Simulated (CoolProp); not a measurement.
A simple Rankine cycle with isobutene: condensing at 303.15 K, boiler at 1.18 MPa, turbine inlet 353.4 K, turbine efficiency 0.75, pump efficiency 0.7, no recuperator. Each further row changes one setting.

The numbers come from the reference Helmholtz-energy equation of state, Lemmon 2005 in CoolProp. It is a short technical equation, of lower accuracy than the large ones.

| case | thermal efficiency (%) | net work (kJ/kg) | heat in (kJ/kg) | turbine exit temperature (K) | volume ratio over the turbine |
|---|---|---|---|---|---|
| as stated | 8.7 | 35.8 | 414 | 316.8 | 3.50 |
| turbine inlet 373.4 K | 8.7 | 39.7 | 458 | 338.9 | 3.42 |
| condensing temperature 295.15 K | 10.0 | 43.2 | 433 | 310.8 | 4.44 |
| boiler pressure 0.826 MPa | 6.4 | 27.4 | 429 | 329.8 | 2.35 |
| turbine efficiency 0.65 | 7.4 | 30.8 | 414 | 319.6 | 3.55 |
